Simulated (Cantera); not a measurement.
## Si + F2 (silicon etching in halogen gases)

Input: 1 mol Si, 0.62 mol F2, at 500 K and 1.00 bar.

Method: chemical equilibrium by Gibbs-energy minimisation in Cantera with the NASA 1993 tables (ideal gas, pure condensed phases). Candidate condensed phases: Si; 9 gas species. Equilibrium is a limit: real reactors are often held back by kinetics, nucleation or transport.

The x(SiF4) comes out as 1.00, the n(Si(s)) comes out as 0.690 mol and the gas amount comes out as 0.3100 mol.
